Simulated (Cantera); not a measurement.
## Silicon carbide growth: SiH2Cl2 + C2H2 + H2 + C3H8

Feed: 1 mol SiH2Cl2, 1.1 mol C2H2, 3.2 mol H2, 0.013 mol C3H8, at 1373 K and 1330 Pa.

These are equilibrium values from Cantera (NASA tables, ideal gas, pure condensed phases), not measurements of a reactor. Candidate condensed phases: C, C6H6, C7H8, C8H18, Si, SiC; 109 gas species. The tables' values for SiCl3 are old estimates; treat these amounts as uncertain. Rates play no part.

```json
{
 "x(H2)": "0.689",
 "x(HCl)": "0.308",
 "x(SiCl2)": "0.00168",
 "x(SiCl4)": "0.000531",
 "x(SiCl3)": "0.000439",
 "x(SiHCl3)": "7.52e-5",
 "x(CH4)": "3.19e-5",
 "x(H)": "2.39e-5",
 "x(Cl)": "8.87e-6",
 "n(C(graphite))": "1.26 mol",
 "n(SiC(s))": "0.983 mol",
 "gas_amount": "6.347 mol",
 "log10 activity of Si(s) (absent)": "-2.37"
}
```
